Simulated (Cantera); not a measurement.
# Thermodynamics of silicon etching in halogen gases, feed Si + NF3 + H2

A closed system holds: 1 mol Si, 6.7 mol NF3, 48 mol H2, held at 1250 K and 0.133 bar.

Equilibrium computed with Cantera from the NASA thermochemical tables; the gas is ideal and each condensed phase is pure. Candidate condensed phases: Si, Si3N4; 37 gas species. Kinetics and transport are ignored.

```yaml
x(H2): 0.661
x(HF): 0.267
x(N2): 0.0555
x(SiF4): 0.0166
x(NH3): 2.58e-6
x(SiHF3): 2.32e-6
x(H): 1.08e-6
gas_amount: 60.40 mol
log10 activity of Si(s) (absent): -12.26
```
